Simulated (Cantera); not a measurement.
## Thermodynamics of calcination and drying, feed MgSO4 + H2 + CO2

A closed system holds: 1 mol MgSO4, 1.7 mol H2, 0.026 mol CO2, at 1250 °C and 133 Pa.

Equilibrium computed with Cantera from the NASA thermochemical tables; the gas is ideal and each condensed phase is pure. Candidate condensed phases: C, C6H6, C7H8, C8H18, H2O, H2SO4, Mg, MgCO3, MgO, Mg(OH)2, MgS, MgSO4, S; 130 gas species. Equilibrium is a limit: real reactors are often held back by kinetics, nucleation or transport.

The x(H2O) comes out as 0.534. The x(SO2) is 0.299 and the x(H2) is 0.109. The x(S2) is 0.0324 and the x(SO) comes out as 0.0121. The x(CO2) is 0.00637, the x(CO) is 0.00350 and the x(H2S) is 0.00234. The x(SH) is 0.00106 and the n(MgO(s)) is 1.000 mol. The gas amount is 2.632 mol, the log10 activity of S(l) (absent) is -3.42 and the log10 activity of C(graphite) (absent) is -8.86. The log10 activity of Mg(l) (absent) comes out as -9.94.
